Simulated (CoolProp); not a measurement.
A single-stage vapour-compression cycle with nitrous oxide: evaporating at 214.15 K (dew point), condensing at 265.15 K (bubble point), superheat 5 K, subcooling 0 K, compressor efficiency 0.8, no pressure losses. Each further row changes one setting.

The numbers come from the reference Helmholtz-energy equation of state, Lemmon 2006 in CoolProp. It is a short technical equation, of lower accuracy than the large ones.

```tsv
case	cooling COP	pressure ratio	discharge temperature (K)	refrigerating effect (kJ/kg)	volumetric capacity (kJ/m³)
as stated	2.44	5.64	348.1	246	2860
evaporating temperature 219.15 K	2.84	4.58	337.4	[?]	[?]
condensing temperature 260.15 K	2.80	4.91	[?]	[?]	2980
subcooling 5 K	[?]	5.64	348.1	257	2980
superheat 15 K	[?]	5.64	362.3	255	2810
compressor efficiency 0.7	2.13	5.64	[?]	246	2860
```

**Question.** Complete the blanks.

**Answer.** 
- evaporating temperature 219.15 K, refrigerating effect (kJ/kg): 248
- evaporating temperature 219.15 K, volumetric capacity (kJ/m³): 3520
- condensing temperature 260.15 K, discharge temperature (K): 336.4
- condensing temperature 260.15 K, refrigerating effect (kJ/kg): 256
- subcooling 5 K, cooling COP: 2.54
- superheat 15 K, cooling COP: 2.39
- compressor efficiency 0.7, discharge temperature (K): 361.9
